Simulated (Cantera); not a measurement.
Feed: 1 mol toluene, 0.81 mol NH3, equilibrated at 1473.15 K and 1000 Pa.

Cantera equilibrium calculation (NASA polynomials, part measured and part estimated; ideal gas, pure solids and liquids). The numbers say what is thermodynamically allowed, not how fast it happens.

| species | before | after |
|---|---|---|
| H2 | 0.928 | 0.872 |
| N2 | 0.0719 | 0.0663 |
| H | 0.000122 | 0.0520 |
| HCN | 0.000225 | 0.00720 |
| CN | <1e-9 | 1.53e-5 |
| C2H2 (acetylene) | 6.05e-6 | 0.00221 |
| HNC | 3.48e-6 | 0.000567 |
| CH4 | 2.52e-5 | 2.01e-6 |
| C(graphite), mol | 7.00 | 6.93 |
Gas species are given as mole fractions.

### Question
What was changed between the two runs?
A. temperature from 1473.15 K to 825 K
B. temperature from 1473.15 K to 2198.15 K
C. temperature from 1473.15 K to 2498 K
D. NH3 from 0.81 to 0.27 mol

### Answer
B, temperature from 1473.15 K to 2198.15 K
